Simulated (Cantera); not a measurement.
Mixture: CH4 : CO : O2 : N2 = 1 : 0.42 : 2.95 : 13.8 (molar parts), at 1.20 bar, adiabatic and at constant volume. Ignition delay is the time to a rise of 400 K.

Computed with Cantera and GRI-Mech 3.0 (53 species, 325 reactions).

Problem. What does this change do: CO 0.42 to 1.2 parts?

Solution. 
| quantity | before | after |
|---|---|---|
| delay at 1150 K | 97.7 ms | 0.117 s |
| delay at 1225 K | 31.0 ms | 35.4 ms |
| delay at 1300 K | 10.8 ms | 11.8 ms |
| delay at 1375 K | 4.14 ms | 4.33 ms |
| delay at 1450 K | 1.74 ms | 1.77 ms |
| delay at 1525 K | 0.809 ms | 0.811 ms |
| apparent activation energy between 1375 and 1525 K | 190 kJ/mol | 190 kJ/mol |

Problem. What does this change do: N2 13.8 to 8 parts?

Solution. 
| quantity | before | after |
|---|---|---|
| delay at 1150 K | 97.7 ms | 61.8 ms |
| delay at 1225 K | 31.0 ms | 19.6 ms |
| delay at 1300 K | 10.8 ms | 6.85 ms |
| delay at 1375 K | 4.14 ms | 2.65 ms |
| delay at 1450 K | 1.74 ms | 1.14 ms |
| delay at 1525 K | 0.809 ms | 0.544 ms |
| apparent activation energy between 1375 and 1525 K | 190 kJ/mol | 180 kJ/mol |

Problem. What does this change do: pressure from 1.20 bar to 5.00 bar?

Solution. 
| quantity | before | after |
|---|---|---|
| delay at 1150 K | 97.7 ms | 26.4 ms |
| delay at 1225 K | 31.0 ms | 9.02 ms |
| delay at 1300 K | 10.8 ms | 3.37 ms |
| delay at 1375 K | 4.14 ms | 1.36 ms |
| delay at 1450 K | 1.74 ms | 0.589 ms |
| delay at 1525 K | 0.809 ms | 0.273 ms |
| apparent activation energy between 1375 and 1525 K | 190 kJ/mol | 190 kJ/mol |
